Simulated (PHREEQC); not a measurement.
Consider water at 25 °C with 0.067 mol/kgw FeCl3, 0.00024 mol/kgw Na2SeO4, 0.034 mol/kgw NaH2PO4 and 0.0001 mol/kgw NaCl. Closed to the air; pH follows from the charge balance.

Model: ion-association model, wateq4f.dat, run in PHREEQC.

No solid was allowed to form.

Task: Order these Cl species by the share of Cl that they hold, largest first: FeCl2+, FeCl+2, Cl-.

Result: Cl- (91 %), FeCl+2 (6.6 %), FeCl2+ (2.7 %)

The pH is 2.14 and the ionic strength 0.276 mol/kgw. Examples of supersaturated solids here: Strengite, Hematite (slow to form). Others may be too. H3PO4, which wateq4f.dat lacks, is added to it with the constant of phreeqc.dat.
